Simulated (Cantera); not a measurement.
A perfectly stirred reactor is fed with CH4 : H2 : O2 : N2 = 1 : 1.1 : 5 : 21 (molar parts), equivalence ratio 0.51, at 2.37 atm; it is adiabatic with a 398 K inlet, and is followed from long to short residence time, starting on the burning branch (τ in s: 0.091, 0.04, 0.018, 0.0077, 0.0034, 0.0015, 0.00065, 0.00029, 0.00013, 5.5e-05).

Detailed kinetics in Cantera: GRI-Mech 3.0 (53 species, 325 reactions).

Q: Predict: blow-out, bracketed by the residence times tried; x(CH4) at τ = 91.0 ms; x(H2) at τ = 91.0 ms; x(O2) at τ = 91.0 ms; x(HCO) at τ = 91.0 ms; x(H2O2) at τ = 91.0 ms; x(CH4) at τ = 1.50 ms; x(H2) at τ = 1.50 ms; x(O2) at τ = 1.50 ms; x(HCO) at τ = 1.50 ms; x(H2O2) at τ = 1.50 ms.

A: 
```
Item                                                                            Result
------------------------------------------------  ------------------------------------
blow-out, bracketed by the residence times tried  burning at 0.650 ms, out at 0.290 ms
x(CH4) at τ = 91.0 ms                                                          1.56e-5
x(H2) at τ = 91.0 ms                                                           4.11e-5
x(O2) at τ = 91.0 ms                                                            0.0890
x(HCO) at τ = 91.0 ms                                                          4.91e-9
x(H2O2) at τ = 91.0 ms                                                         1.55e-7
x(CH4) at τ = 1.50 ms                                                         0.000260
x(H2) at τ = 1.50 ms                                                          0.000751
x(O2) at τ = 1.50 ms                                                            0.0909
x(HCO) at τ = 1.50 ms                                                          3.46e-7
x(H2O2) at τ = 1.50 ms                                                         1.03e-6
```
